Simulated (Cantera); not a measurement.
# Hydrocarbon pyrolysis for carbon deposition

A perfectly stirred reactor is fed with 45.5 % C2H6, 54.5 % N2, at 2670 Pa; it is held at 1100 K, and followed from long to short residence time.

Computed with Cantera and GRI-Mech 3.0 (53 species, 325 reactions). GRI-Mech 3.0 stops at C3 and has no aromatics, soot or wall deposition, so with more carbon than oxygen in the feed, carbon stays in small species such as C2H2 where larger ones or solid carbon would form. Radical loss at walls, strong at low pressure, is not modelled.

```json
[
 {"τ (s)": "25", "x C2H6": "0.0111", "x CH4": "0.0546", "x CH2": "1.94e-11", "x C2H2": "0.0823", "x H": "2.08e-6"},
 {"τ (s)": "5.6", "x C2H6": "0.0382", "x CH4": "0.0496", "x CH2": "4.19e-11", "x C2H2": "0.0379", "x H": "2.43e-6"},
 {"τ (s)": "1.2", "x C2H6": "0.138", "x CH4": "0.0317", "x CH2": "7.78e-11", "x C2H2": "0.0101", "x H": "2.24e-6"},
 {"τ (s)": "0.27", "x C2H6": "0.313", "x CH4": "0.0107", "x CH2": "1.10e-10", "x C2H2": "0.00172", "x H": "1.78e-6"},
 {"τ (s)": "0.060", "x C2H6": "0.418", "x CH4": "0.00227", "x CH2": "1.03e-10", "x C2H2": "0.000147", "x H": "1.45e-6"},
 {"τ (s)": "0.013", "x C2H6": "0.449", "x CH4": "0.000291", "x CH2": "3.99e-11", "x C2H2": "3.67e-6", "x H": "9.24e-7"},
 {"τ (s)": "0.0030", "x C2H6": "0.454", "x CH4": "3.05e-5", "x CH2": "6.37e-12", "x C2H2": "1.77e-8", "x H": "2.67e-7"}
]
```
x: mole fraction; the columns are a selection and need not sum to one.
